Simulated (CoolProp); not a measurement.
Properties of o-xylene along the isobar 38.8 bar.

Model: reference Helmholtz-energy equation of state, Zhou 2012, in CoolProp.

```
T (K)   phase  density (kg/m³)  cp (kJ/(kg K))  speed of sound (m/s)  Joule-Thomson coefficient (K/MPa)  fugacity coefficient
-----  ------  ---------------  --------------  --------------------  ---------------------------------  --------------------
329.4  liquid            852.6           1.859                  1247                            -0.4259              0.001405
338.1  liquid            845.3           1.887                  1214                            -0.4146              0.002068
346.9  liquid            837.8           1.917                  1182                            -0.4030              0.002986
355.6  liquid            830.3           1.946                  1149                            -0.3912              0.004200
364.3  liquid            822.8           1.976                  1117                            -0.3791              0.005792
373.1  liquid            815.2           2.006                  1085                            -0.3666              0.007867
381.8  liquid            807.5           2.037                  1053                            -0.3539               0.01047
390.6  liquid            799.7           2.068                  1022                            -0.3406               0.01375
399.3  liquid            791.9           2.099                 990.5                            -0.3271               0.01774
408.1  liquid            783.9           2.130                 959.3                            -0.3129               0.02263
416.8  liquid            775.8           2.162                 928.6                            -0.2982               0.02843
```
